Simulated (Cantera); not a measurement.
Cantera run:

```python
import numpy as np
import cantera as ct

gas_names = """
    Electron C C+ C- CN CN+ CN- C2 C2+ C2- CCN CNC C2N2 C3 C4 C4N2 C5 N N+ N- N2 N2+ N2- Si Si+ SiC SiC2
    SiN Si2 Si2C Si2N Si3
""".split()
cond_names = """
    C(gr) Si(cr) Si(L) SiC(b) Si3N4(a)
""".split()


def load(file, names, dense=False):
    # The tables refer to 1 bar. Condensed volumes are neglected.
    table = {s.name: s for s in ct.Species.list_from_file(file)}
    out = []
    for n in names:
        d = dict(table[n].input_data)
        d["thermo"] = dict(d["thermo"], **{"reference-pressure": 1e5})
        if dense:
            d["equation-of-state"] = {"model": "constant-volume", "density": "1e6 g/cm^3"}
        out.append(ct.Species.from_dict(d))
    return out


gas = ct.Solution(thermo="ideal-gas", species=load("nasa_gas.yaml", gas_names))
cond = {s.name: ct.Solution(thermo="fixed-stoichiometry", species=[s], name=s.name)
        for s in load("nasa_condensed.yaml", cond_names, dense=True)}
atoms = {
    'SiC': {'Si': 1, 'C': 1},
    'N2': {'N': 2},
}
top_T = {'C(gr)': 4500, 'SiC(b)': 3050, 'Si3N4(a)': 2400}  # K; cautious upper limits of use, not melting points


def equilibrate(T, P, feed):
    n = {}
    for name, mol in feed.items():
        for a, k in atoms[name].items():
            n[a] = n.get(a, 0.0) + k * mol
    gas.TPX = T, P, n
    mass = sum(n.values()) * gas.mean_molecular_weight
    gas.equilibrate("TP")
    valid = [c for c in cond.values() if c.min_temp <= T <= top_T.get(c.name, c.max_temp)]
    mix = ct.Mixture([(gas, mass / gas.mean_molecular_weight)] + [(c, 0.0) for c in valid])
    mix.T, mix.P = T, P
    mix.equilibrate("TP", solver="vcs", rtol=1e-11, max_steps=5000)
    return mix


results = []
feed = {'SiC': 1, 'N2': 0.7}  # mol
P = 100000  # Pa
for T in [3000, 3500, 4000, 4500, 5000]:
    mix = equilibrate(T, P, feed)
    results.append((T, P, feed, dict(zip(mix.species_names, mix.species_moles))))

top = {s: max(r[3][s] / sum(r[3][g] for g in gas_names) for r in results) for s in gas_names}
cols = sorted((s for s in top if top[s] > 0.0001), key=lambda s: -top[s])[:6]
seen = [c for c in cond_names if any(r[3].get(c, 0) > 1e-12 for r in results)]
print("log10 of partial pressures in bar; condensed amounts in mol")
print(f"{'T/K':>10s}" + "".join(f"{s[:9]:>10s}" for s in cols + seen))
for T, P, feed, n in results:
    ng = sum(n[g] for g in gas_names)
    print(f"{T:10.4g}" + "".join(f"{np.log10(max(n[s] / ng * P / 1e5, 1e-99)):10.3f}" for s in cols)
          + "".join(f"{n.get(c, 0):10.4g}" for c in seen))
```

Result:

```
log10 of partial pressures in bar; condensed amounts in mol
       T/K        N2        Si      SiC2         C        CN        C3     C(gr)    SiC(b)
      3000    -0.078    -1.170    -1.244    -4.295    -2.526    -3.506   0.03608    0.8412
      3500    -0.391    -0.585    -0.599    -2.674    -1.762    -1.974         0         0
      4000    -0.461    -0.450    -0.816    -1.657    -1.302    -1.427         0         0
      4500    -0.551    -0.396    -1.316    -1.007    -1.101    -1.428         0         0
      5000    -0.623    -0.407    -2.121    -0.665    -1.115    -1.961         0         0
```

These are equilibrium values from Cantera (NASA tables, ideal gas, pure condensed phases), not measurements of a reactor. The tables' values for SiN are old estimates; treat these amounts as uncertain.
